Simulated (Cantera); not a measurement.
Input: 1 mol SiH4, a varied amount of NH3, equilibrated at 1423 K and 0.00133 bar.

Equilibrium computed with Cantera from the NASA thermochemical tables; the gas is ideal and each condensed phase is pure. Candidate condensed phases: Si, Si3N4; 18 gas species. Mutual solubility and eutectic melting of coexisting phases are not modelled. Rates play no part.

**Question.** At 0.8 mol NH3, list the 3 most abundant gas species with their mole fractions, and the condensed phases.

**Answer.** H2 0.993, N2 0.00718, H 0.000181. Condensed: Si(s) + Si3N4(s).
